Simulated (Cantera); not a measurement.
An isothermal, constant-pressure homogeneous reactor starts with 75.2 % NO, 24.8 % N₂, at 1900 K and 100.0 Torr.

Detailed kinetics in Cantera: GRI-Mech 3.0 (53 species, 325 reactions).

x: mole fraction; the columns are a selection and need not sum to one.

```json
[
 {"t (s)": "2.00e-6", "x NO": "0.752", "x N₂O": "8.15e-8", "x NO₂": "1.11e-10", "x O₂": "7.48e-12", "x N₂": "0.248", "x O": "?"},
 {"t (s)": "1.18e-5", "x NO": "0.752", "x N₂O": "4.80e-7", "x NO₂": "3.81e-9", "x O₂": "2.58e-10", "x N₂": "0.248", "x O": "?"},
 {"t (s)": "6.93e-5", "x NO": "0.752", "x N₂O": "2.81e-6", "x NO₂": "1.26e-7", "x O₂": "8.75e-9", "x N₂": "0.248", "x O": "?"},
 {"t (s)": "0.000408", "x NO": "0.752", "x N₂O": "1.61e-5", "x NO₂": "3.52e-6", "x O₂": "2.91e-7", "x N₂": "0.248", "x O": "?"},
 {"t (s)": "0.00240", "x NO": "0.752", "x N₂O": "8.06e-5", "x NO₂": "4.70e-5", "x O₂": "1.40e-5", "x N₂": "0.248", "x O": "?"},
 {"t (s)": "0.0141", "x NO": "0.751", "x N₂O": "0.000213", "x NO₂": "0.000108", "x O₂": "0.000456", "x N₂": "0.249", "x O": "?"},
 {"t (s)": "0.0833", "x NO": "0.744", "x N₂O": "0.000226", "x NO₂": "0.000126", "x O₂": "0.00380", "x N₂": "0.252", "x O": "?"},
 {"t (s)": "0.490", "x NO": "0.704", "x N₂O": "0.000196", "x NO₂": "0.000193", "x O₂": "0.0235", "x N₂": "0.272", "x O": "?"},
 {"t (s)": "2.89", "x NO": "0.505", "x N₂O": "9.20e-5", "x NO₂": "0.000289", "x O₂": "0.123", "x N₂": "0.372", "x O": "?"},
 {"t (s)": "17.0", "x NO": "0.0977", "x N₂O": "3.22e-6", "x NO₂": "9.13e-5", "x O₂": "0.327", "x N₂": "0.575", "x O": "0.000472"},
 {"t (s)": "100", "x NO": "0.00812", "x N₂O": "1.31e-7", "x NO₂": "8.10e-6", "x O₂": "0.372", "x N₂": "0.620", "x O": "0.000501"}
]
```

**Question.** What belongs in the gaps?

**Answer.** 
- 2.00e-6, x O: 8.14e-8
- 1.18e-5, x O: 4.77e-7
- 6.93e-5, x O: 2.72e-6
- 0.000408, x O: 1.36e-5
- 0.00240, x O: 5.32e-5
- 0.0141, x O: 9.90e-5
- 0.0833, x O: 0.000113
- 0.490, x O: 0.000163
- 2.89, x O: 0.000304
